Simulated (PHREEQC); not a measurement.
Make-up at 20 °C: 0.19 mol NH3 per kg of water. Closed to the air; pH follows from the charge balance.

Computed with PHREEQC (ion-association model, phreeqc.dat).

```
Quantity                       Result
--------------------  ---------------
pH                              11.42
ionic strength        0.00189 mol/kgw
specific conductance        441 µS/cm
total alkalinity           190 meq/kg
```

```
species  molality  activity   log γ
-------  --------  --------  ------
NH3         0.188     0.188   0.000
OH-       0.00189   0.00180  -0.021
NH4+      0.00189   0.00180  -0.021
```

This is a speciation only: nothing precipitates in the calculation.
